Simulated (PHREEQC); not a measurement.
A solution holds 20 mmol/kgw NH4Cl, 160 mmol/kgw NH3 and 28 mmol/kgw KCl, at 85 °C. Closed to the air; pH follows from the charge balance.

Model: ion-association model, phreeqc.dat, run in PHREEQC.

```json
[
 {"quantity": "pH", "before": "8.73", "after": "9.01"},
 {"quantity": "ionic strength (mol/kgw)", "before": "0.0482", "after": "0.0384"},
 {"quantity": "NH3 (mol/kgw)", "before": "0.160", "after": "0.160"},
 {"quantity": "SI of Sylvite (KCl)", "before": "-4.22", "after": "-4.30"}
]
```

Name the change that produced these shifts.
A. NH4Cl from 0.02 to 0.01 mol/kgw
B. NH4Cl from 0.02 to 0.018 mol/kgw
C. NH3 from 0.16 to 0.032 mol/kgw
D. NH4Cl left out
E. diluted 5-fold with water

A, NH4Cl from 0.02 to 0.01 mol/kgw

No solid was allowed to form. Constants without temperature data keep their 25 °C values here.
